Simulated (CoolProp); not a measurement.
A single-stage vapour-compression cycle with R1224YDZ: evaporating at 256.15 K (dew point), condensing at 317.15 K (bubble point), superheat 2 K, subcooling 0 K, compressor efficiency 0.7, no pressure losses. Each further row changes one setting.

Computed with CoolProp (reference Helmholtz-energy equation of state, Akasaka 2023).

| case | cooling COP | pressure ratio | discharge temperature (K) | refrigerating effect (kJ/kg) | volumetric capacity (kJ/m³) |
|---|---|---|---|---|---|
| as stated | ? | 11.2 | 333.8 | 117 | 202 |
| evaporating temperature 261.15 K | 2.52 | 8.74 | 331.5 | 120 | ? |
| condensing temperature 312.15 K | 2.49 | 9.60 | 328.7 | 123 | 213 |
| subcooling 5 K | 2.33 | 11.2 | 333.8 | 123 | 213 |
| superheat 12 K | 2.25 | 11.2 | ? | 124 | 206 |
| compressor efficiency 0.6 | ? | 11.2 | 343.7 | 117 | 202 |

Q: What belongs in the gaps?

A: 
- as stated, cooling COP: 2.21
- evaporating temperature 261.15 K, volumetric capacity (kJ/m³): 263
- superheat 12 K, discharge temperature (K): 344.4
- compressor efficiency 0.6, cooling COP: 1.90
